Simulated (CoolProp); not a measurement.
Vapour-liquid equilibrium of CHF3 (R23) (1) + R143a (2) at 281 kPa; x and y are mole fractions of (1).

Values from CoolProp's multi-fluid Helmholtz-energy mixture model, Penoncello 2003 and Lemmon and Jacobsen 2000; pair parameters Bell 2016.

Task: Give the bubble temperature and the first vapour's composition at x = 0.2, 0.425, 0.65. Is there an azeotrope?

Result: x = 0.2: -36.1 °C, y = 0.507; x = 0.425: -47.2 °C, y = 0.782; x = 0.65: -54.7 °C, y = 0.905. No azeotrope shows between x = 0.05 and 0.95.

Pair parameters are fitted to limited data, so mixtures are less certain than the pure fluids.
